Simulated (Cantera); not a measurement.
A freely propagating, adiabatic, planar premixed flame of H₂ : O₂ : N₂ = 1 : 0.455 : 2.18 (molar parts), equivalence ratio 1.1, unburnt at 373 K and 6.32 atm; mixture-averaged transport, grid criteria slope 0.08 and curve 0.16, no radiation.

Computed with Cantera and the H2/O2 subset of GRI-Mech 3.0, which has no nitrogen chemistry. The hydrogen kinetics of GRI-Mech 3.0 are dated; newer H2 mechanisms differ, most at raised pressure. Burning velocities carry a grid error of a few per cent, more on coarse grids.

Question: How do the results move with these cheaper or finer settings: unity-Lewis-number transport; multicomponent transport; multicomponent+Soret transport; grid criteria slope 0.5, curve 1; grid criteria slope 0.25, curve 0.5; grid criteria slope 0.03, curve 0.06?

Answer: 
```csv
setting,laminar burning velocity,thermal thickness,peak x(HO₂),peak x(H₂O₂),grid points
as above,200 cm/s,0.0429 mm,0.00106,0.000164,112
unity-Lewis-number transport,173 cm/s,0.0402 mm,0.000723,7.04e-5,111
multicomponent transport,199 cm/s,0.0422 mm,0.00106,0.000166,112
multicomponent+Soret transport,178 cm/s,0.0431 mm,0.00102,0.000173,112
"grid criteria slope 0.5, curve 1",223 cm/s,0.0546 mm,0.000930,0.000156,41
"grid criteria slope 0.25, curve 0.5",203 cm/s,0.0468 mm,0.00103,0.000165,53
"grid criteria slope 0.03, curve 0.06",202 cm/s,0.0415 mm,0.00107,0.000162,254
```
Unity Lewis numbers drop preferential diffusion, which matters most where H2 and H carry the flame; Soret adds thermal diffusion.
